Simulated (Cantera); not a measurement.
Charge: 1 mol CH3SiH3, 25 mol H2, equilibrated at 1.00 bar.

Equilibrium computed with Cantera from the NASA thermochemical tables; the gas is ideal and each condensed phase is pure. Candidate condensed phases: C, C6H6, C7H8, C8H18, Si, SiC; 87 gas species. The feed counts by its element totals alone. Mutual solubility and eutectic melting of coexisting phases are not modelled. Gases not in the tables: Si2H6 and higher silanes. Kinetics and transport are ignored.

x: gas mole fraction; n: condensed amount in mol.

```
T (°C)   x H2       x H      x Si  x C2H2 (acetylene)    x SiH2       x SiH    x CH4   n Si(s)  n SiC(s)
------  -----  --------  --------  ------------------  --------  ----------  -------  --------  --------
1377    1.000   9.08e-5   2.68e-7             7.03e-9   8.66e-6  (withheld)  1.65e-5  0.000164     1.000
1477    1.000  0.000233   1.24e-6             6.08e-8   1.72e-5  (withheld)  2.10e-5         0     0.999
1577    0.999  0.000539   3.90e-6             6.45e-7   2.55e-5  (withheld)  3.25e-5         0     0.999
1677    0.999   0.00115   1.12e-5             5.07e-6   3.73e-5  (withheld)  4.68e-5         0     0.998
1777    0.998   0.00227   3.24e-5             2.59e-5   5.87e-5  (withheld)  5.80e-5         0     0.997
1877    0.995   0.00421   9.56e-5             8.97e-5   9.94e-5  (withheld)  6.27e-5         0     0.993
1977    0.992   0.00740  0.000270            0.000248  0.000169  (withheld)  6.36e-5         0     0.983
```

Problem. Fill in the missing entries.

Solution. 
- 1377, x SiH: 4.89e-7
- 1477, x SiH: 1.64e-6
- 1577, x SiH: 3.87e-6
- 1677, x SiH: 8.57e-6
- 1777, x SiH: 1.96e-5
- 1877, x SiH: 4.66e-5
- 1977, x SiH: 0.000108
